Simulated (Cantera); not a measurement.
## Reactions in the system C-N-Si

Cantera with NASA thermochemical tables; ideal gases at 1 bar, condensed phases pure. Values are per mole of reaction as written; species without (g) are pure solids or liquids, kept so even where they would boil at 1 bar.

3 Si2C(g) + 4 N2(g) ⇌ 3 C + 2 Si3N4

| T (K) | ΔH° (kJ) | ΔS° (J/K) | ΔG° (kJ) | log10 K |
|---|---|---|---|---|
| 300 | -3096.3 | -1250.4 | -2721.2 | 473.79 |
| 1425 | -3036.8 | -1196.3 | -1332.1 | 48.83 |
| 1625 | -3015.0 | -1182.0 | -1094.3 | 35.17 |
| 1825 | -2992.3 | -1168.8 | -859.2 | 24.59 |
| 2025 | -2969.2 | -1156.8 | -626.7 | 16.17 |
| 2225 | -2946.2 | -1146.0 | -396.4 | 9.31 |

SiC2(g) + 3 Si ⇌ 2 Si2C(g)

| T (K) | ΔH° (kJ) | ΔS° (J/K) | ΔG° (kJ) | log10 K | condensed phases |
|---|---|---|---|---|---|
| 300 | 456.1 | 191.4 | 398.6 | -69.41 | Si(s) |
| 1425 | 434.5 | 163.7 | 201.2 | -7.37 | Si(s) |
| 1625 | 429.6 | 160.5 | 168.8 | -5.42 | Si(s) |
| 1825 | 274.6 | 68.8 | 149.0 | -4.26 | Si(l) |
| 2025 | 270.8 | 66.8 | 135.4 | -3.49 | Si(l) |
| 2225 | 267.1 | 65.1 | 122.2 | -2.87 | Si(l) |
